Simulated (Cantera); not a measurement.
A perfectly stirred reactor is fed with 1.13 % C3H8, 9.60 % O2, 89.3 % N2, at 5.00 bar; it is adiabatic with a 575 K inlet, and is followed from long to short residence time, starting on the burning branch (τ in s: 0.098, 0.036, 0.013, 0.0048, 0.0018, 0.00065, 0.00024, 8.7e-05, 3.2e-05, 1.2e-05, 4.3e-06).

Detailed kinetics in Cantera: GRI-Mech 3.0 (53 species, 325 reactions). GRI-Mech 3.0 was tuned for natural gas; its chemistry of propane as a main component is partial and can be far from experiment.

Predict: blow-out, bracketed by the residence times tried; x(C3H8) at τ = 98.0 ms; x(O2) at τ = 98.0 ms; x(H) at τ = 98.0 ms; x(NO) at τ = 98.0 ms; x(CH3) at τ = 98.0 ms; x(C3H8) at τ = 0.650 ms; x(O2) at τ = 0.650 ms.


```json
{
  "blow_out_bracketed_by_the_residence_times_tried": "burning at 36.0 ms, out at 13.0 ms",
  "x(C3H8) at τ = 98.0 ms": "2.71e-5",
  "x(O2) at τ = 98.0 ms": "0.0405",
  "x(H) at τ = 98.0 ms": "5.52e-7",
  "x(NO) at τ = 98.0 ms": "5.39e-8",
  "x(CH3) at τ = 98.0 ms": "2.65e-6",
  "x(C3H8) at τ = 0.650 ms": "0.0113",
  "x(O2) at τ = 0.650 ms": "0.0960"
}
```
